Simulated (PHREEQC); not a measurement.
1.8 g of hydrous ferric oxide (600 m²/g; 0.2 weak and 0.005 strong sites per Fe, Dzombak-Morel constants, diffuse double layer) in 1 kg of water with 0.005 mol/kgw of an inert sodium salt, at 25 °C; the pH is set by adding NaOH or the inert anion's acid. O2 is buffered at 0.21 atm. CO2 from the air is kept out. Nothing may precipitate in this run.

Computed with PHREEQC (ion-association model, wateq4f.dat).

```csv
pH,surface charge σ (C/m²),surface potential ψ (mV)
4,0.191,191
4.5,0.137,176
5,0.093,157
5.5,0.061,137
6,0.038,114
6.5,0.023,88
7,0.013,62
7.5,0.006,34
8,0.001,6
8.5,-0.004,-22
9,-0.009,-50
9.5,-0.018,-77
10,-0.031,-103
10.5,-0.051,-126
11,-0.083,-147
11.5,-0.135,-163
12,-0.218,-171
```
